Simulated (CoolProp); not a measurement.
n-dodecane along the isobar 0.401 MPa: fugacity coefficient from the reference equation and from simpler models built on Tc = 658.1 K, pc = 1.818 MPa, ω = 0.574; each cubic takes its own stable root.

The numbers come from the reference Helmholtz-energy equation of state, Lemmon 2004 in CoolProp. It is a short technical equation, of lower accuracy than the large ones.

```csv
T (K),phase,reference
440.6,liquid,0.06713
449.5,liquid,0.08724
458.4,liquid,0.1118
467.4,liquid,0.1417
476.3,liquid,0.1770
485.3,liquid,0.2190
494.2,liquid,0.2673
503.2,liquid,0.3237
512.1,liquid,0.3872
521,liquid,0.4590
```

Problem. How far does each simpler model (Redlich-Kwong, Soave-Redlich-Kwong) lie from the reference over these 10 states: mean and median of the absolute difference, and the worst?

Solution. 
- Redlich-Kwong: mean 171.8 %, median 161.3 %, worst +286.9 % at 440.6 K and 0.401 MPa
- Soave-Redlich-Kwong: mean 2.4 %, median 2.5 %, worst +4.0 % at 521 K and 0.401 MPa

At some of these states Redlich-Kwong gives the other phase, because its saturation line lies elsewhere.
